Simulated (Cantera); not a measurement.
N2O furnace oxynitridation

An isothermal, constant-pressure homogeneous reactor starts with 97.1 % N₂O, 2.91 % H₂O, at 1075 K and 1430 Torr.

Detailed kinetics in Cantera: GRI-Mech 3.0 (53 species, 325 reactions). GRI-Mech 3.0 was tuned for natural gas; its chemistry of N2O as a main component is partial and can be far from experiment. The mechanism lacks the step 2 NO + O2 → 2 NO2, which can matter for NO2 below about 1400 K. The temperature is held fixed by assumption; the heat of reaction is taken as removed at once.

```
t (s)     x N₂O   x H₂O      x O     x NO₂     x OH    x HO₂    x H₂O₂
--------  -----  ------  -------  --------  -------  -------  --------
9.00e-5   0.971  0.0291  2.02e-7  1.55e-11  1.18e-7  1.11e-8  1.66e-12
0.000254  0.971  0.0291  2.02e-7  4.45e-10  2.92e-7  8.35e-8  4.40e-11
0.000715  0.971  0.0291  2.02e-7   1.82e-8  5.51e-7  4.66e-7   1.63e-9
0.00201   0.971  0.0291  2.01e-7   4.86e-7  8.03e-7  1.32e-6   3.34e-8
0.00567   0.970  0.0291  2.01e-7   4.95e-6  1.20e-6  1.39e-6   7.41e-8
0.0160    0.969  0.0291  1.99e-7   2.44e-5  1.54e-6  1.01e-6   4.20e-8
0.0450    0.965  0.0291  1.94e-7   8.40e-5  1.90e-6  7.27e-7   2.72e-8
0.127     0.956  0.0290  1.83e-7  0.000205  2.35e-6  4.74e-7   2.14e-8
0.358     0.929  0.0287  1.70e-7  0.000357  2.85e-6  2.60e-7   2.21e-8
1.01      0.862  0.0281  1.54e-7  0.000497  3.16e-6  1.26e-7   2.46e-8
2.84      0.709  0.0266  1.30e-7  0.000625  3.08e-6  5.92e-8   2.30e-8
8.00      0.450  0.0240  9.18e-8  0.000727  2.56e-6  2.83e-8   1.63e-8
```
x: mole fraction; the columns are a selection and need not sum to one.

Equilibrium at this temperature and pressure: N₂O 7.41e-9, H₂O 0.0196, O 5.47e-10, NO₂ 4.37e-6, OH 1.90e-7, HO₂ 2.06e-9, H₂O₂ 1.06e-10 (gas phase only).
